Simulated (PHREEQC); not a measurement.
PHREEQC input (ion-association model, wateq4f.dat):

```
SOLUTION_MASTER_SPECIES
  An  An-  0  An  62.0  # stands for a non-complexing anion
SOLUTION_SPECIES
  An- = An-
    -log_k 0
    -gamma 3.0 0
PHASES
  Fix_H+
    H+ = H+
    -log_k 0
SOLUTION 1
  temp 25
  units mmol/kgw
  pH 7 charge
  Na 300
  An 300
END
SELECTED_OUTPUT 1
  -reset false
  -pH true
  -pe true
  -ionic_strength true
  -water true
  -totals Na
  -molalities Hfo_wOH Hfo_wOH2+ Hfo_wO- Hfo_sOH Hfo_sOH2+ Hfo_sO-
USER_PUNCH 1
  -headings sigma psi
  10 PUNCH EDL("sigma", "Hfo"), EDL("psi", "Hfo")
PRINT
  -reset false
USE solution 1
SURFACE 1
  Hfo_wOH 0.00292135 600 1.3
  Hfo_sOH 7.30337e-05
EQUILIBRIUM_PHASES 1
  Fix_H+ -4 HAn 10
    -force_equality true
  O2(g) -0.68 10
END
# ... the last block is repeated for the other 12 points of pH, with NaOH or the acid as the point needs
```

Selected output (columns that matter, 13 of 13 rows; pH added in front):

```
pH	mu	Na	m_Hfo_wOH	m_Hfo_wOH2+	m_Hfo_wO-	m_Hfo_sOH	m_Hfo_sOH2+	m_Hfo_sO-	sigma	psi
4	0.30154	0.3	0.00016853	0.0027526	2.3639e-07	4.2133e-06	6.8814e-05	5.9097e-09	0.349	0.12286
4.67	0.30125	0.3	0.00052236	0.0023964	2.6085e-06	1.3059e-05	5.9909e-05	6.5212e-08	0.30354	0.11585
5.33	0.30094	0.3	0.0010732	0.0018337	1.4389e-05	2.6831e-05	4.5843e-05	3.5974e-07	0.2307	0.10218
6	0.30062	0.3	0.001612	0.0012621	4.7168e-05	4.0301e-05	3.1553e-05	1.1792e-06	0.15406	0.082598
6.67	0.30037	0.3	0.0019835	0.0008291	0.00010871	4.9588e-05	2.0728e-05	2.7178e-06	0.091347	0.059087
7.33	0.30018	0.3	0.0021758	0.00054749	0.00019809	5.4394e-05	1.3687e-05	4.9522e-06	0.044304	0.033083
8	0.30002	0.3	0.0022413	0.00036343	0.00031664	5.6032e-05	9.0857e-06	7.9161e-06	0.0059326	0.0047369
8.67	0.30013	0.30026	0.0022092	0.00023373	0.00047838	5.5231e-05	5.8432e-06	1.1959e-05	-0.031023	-0.023927
9.33	0.30033	0.30063	0.0020649	0.00013548	0.00072095	5.1622e-05	3.3871e-06	1.8024e-05	-0.07424	-0.050696
10	0.30067	0.30121	0.0017549	6.4001e-05	0.0011024	4.3873e-05	1.6e-06	2.7559e-05	-0.13167	-0.075242
10.67	0.30151	0.30233	0.0012622	2.2297e-05	0.0016368	3.1554e-05	5.5742e-07	4.092e-05	-0.20473	-0.096254
11.33	0.30428	0.30541	0.00068966	4.8935e-06	0.0022267	1.7242e-05	1.2234e-07	5.5667e-05	-0.28174	-0.11186
12	0.31615	0.31752	0.00024536	5.1548e-07	0.0026753	6.1339e-06	1.2887e-08	6.6883e-05	-0.33919	-0.12023
```

Complexes and solids missing from the database can't appear.
